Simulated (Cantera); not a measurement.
A perfectly stirred reactor is fed with 9.81 % CH₃OH, 15.8 % O₂, 74.4 % N₂, at 1.00 atm; it is adiabatic with a 798 K inlet, and is followed from long to short residence time, starting on the burning branch (τ in s: 0.059, 0.029, 0.015, 0.0072, 0.0036, 0.0018, 0.00087, 0.00043, 0.00021, 0.0001, 5.2e-05, 2.6e-05, 1.3e-05).

Model: GRI-Mech 3.0 (53 species, 325 reactions), integrated in Cantera. GRI-Mech 3.0 was tuned for natural gas; its chemistry of methanol as a main component is partial and can be far from experiment.

### Question
Predict: blow-out, bracketed by the residence times tried; x(CH₃OH) at τ = 59.0 ms; x(O₂) at τ = 59.0 ms; x(CH₃) at τ = 59.0 ms; x(CO₂) at τ = 59.0 ms; x(CH₃OH) at τ = 0.870 ms; x(O₂) at τ = 0.870 ms; x(CH₃) at τ = 0.870 ms; x(CO₂) at τ = 0.870 ms.

### Answer
```json
{
  "blow_out_bracketed_by_the_residence_times_tried": "burning at 52.0 µs, out at 26.0 µs",
  "x(CH₃OH) at τ = 59.0 ms": "1.02e-6",
  "x(O₂) at τ = 59.0 ms": "0.0146",
  "x(CH₃) at τ = 59.0 ms": "1.70e-7",
  "x(CO₂) at τ = 59.0 ms": "0.0831",
  "x(CH₃OH) at τ = 0.870 ms": "2.50e-5",
  "x(O₂) at τ = 0.870 ms": "0.0246",
  "x(CH₃) at τ = 0.870 ms": "3.95e-6",
  "x(CO₂) at τ = 0.870 ms": "0.0674"
}
```
